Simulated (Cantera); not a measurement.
Charge: 1 mol AlI3, 24 mol N2, at 1898 K and 16.0 Pa.

These are equilibrium values from Cantera (NASA tables, ideal gas, pure condensed phases), not measurements of a reactor. Equilibrium is a limit: real reactors are often held back by kinetics, nucleation or transport.

```
species  before    after
-------  ------  -------
N2        0.872    0.886
I        0.0914   0.0772
AlI      0.0176   0.0335
Al       0.0187  0.00338
```
Gas species are given as mole fractions.

Problem. Which change was made?
A) pressure from 16.0 Pa to 2.00 mbar
B) pressure from 16.0 Pa to 10.0 mbar
C) temperature from 1898 K to 725 K
D) N2 from 24 to 62 mol

Solution. A, pressure from 16.0 Pa to 2.00 mbar
